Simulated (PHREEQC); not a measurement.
# Ultrapure water in contact with air or piping: speciation

Model water analysis in mg/kgw, 20 °C, pH 6.12, pe 9.5:

```csv
constituent,mg/kgw
Na,0.267
K,0.00309
Ca,0.0529
Mg,0.000251
Cl,0.225
S(6) as SO4,0.135
Alkalinity as HCO3,0.293
Si as SiO2,0.00849
Li,0.000188
```

Valence states are taken as typed.

All values are PHREEQC results (ion-association model, wateq4f.dat), not measurements.

Precipitation was switched off in this run.

Q: Estimate the charge-balance error.

A: charge-balance error 1.4 %.

Q: In which forms is C present?

A: CO2 65 %, HCO3- 35 % of the C.
